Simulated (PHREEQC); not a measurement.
Phosphoric acid bath: an equilibrium model

Solution (20 °C): 0.29 mol/kgw KH2PO4 and 4.8e-05 mol/kgw H4SiO4. Closed to the air; pH follows from the charge balance.

All values are PHREEQC results (ion-association model, phreeqc.dat), not measurements.

Each row changes one thing in this solution. No solid was allowed to form.

```tsv
case	pH	ionic strength (mol/kgw)	H3PO4 (mol/kgw)	HPO4-2 (mol/kgw)	KHPO4- (mol/kgw)	H3SiO4- (mol/kgw)	SI of Quartz (SiO2)
as made	4.36	0.291	0.00119	0.00109	0.000153	2.08e-10	-0.23
temperature from 20 to 45 °C	[?]	0.291	0.00148	0.00136	0.000180	4.90e-10	-0.58
H4SiO4 replaced by Na2SiO3 at the same molality	4.37	0.291	0.00114	0.00113	0.000159	2.16e-10	-0.23
H4SiO4 from 4.8e-05 to 9.6e-06 mol/kgw	4.36	0.291	0.00119	0.00109	0.000153	4.16e-11	-0.92
H4SiO4 from 4.8e-05 to 5.28e-05 mol/kgw	4.36	0.291	0.00119	0.00109	0.000153	2.29e-10	[?]
diluted 5-fold with water	4.53	0.0582	0.000191	0.000216	1.07e-5	5.01e-11	-0.95
```

Problem. What belongs in the gaps?

Solution. 
- temperature from 20 to 45 °C, pH: 4.38
- H4SiO4 from 4.8e-05 to 5.28e-05 mol/kgw, SI of Quartz (SiO2): -0.18

Species that the database lacks are ignored. Away from 25 °C the constants follow the database's enthalpies or fits; those with neither stay at their 25 °C values.
